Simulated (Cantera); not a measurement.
Source: NASA polynomial tables (part measured, part estimated), evaluated in Cantera. Values are per mole of reaction as written; species without (g) are pure solids or liquids, kept so even where they would boil at 1 bar.

10 NO(g) + 4 PH₃(g) ⇌ P₄O₁₀ + 6 H₂(g) + 5 N₂(g), with ΔH° = -3944.2 kJ and ΔS° = -977.2 J/K at 300 K.

Q: How far is the shortcut ΔG° ≈ ΔH°(300 K) − T·ΔS°(300 K) from the full temperature-dependent value at 473, 498, 523, 548, 573, 598, 623, 648 K?

A: 
```tsv
T (K)	shortcut (kJ)	full (kJ)	difference (kJ)	difference in log10 K
473	-3482.0	-3486.3	4.3	-0.47
498	-3457.6	-3463.2	5.6	-0.59
523	-3433.2	-3440.3	7.1	-0.71
548	-3408.7	-3417.5	8.7	-0.83
573	-3384.3	-3394.8	10.6	-0.96
598	-3359.9	-3372.4	12.5	-1.09
623	-3335.4	-3350.1	14.6	-1.23
648	-3311.0	-3327.9	16.9	-1.36
```
The shortcut ignores the heat-capacity change of the reaction.
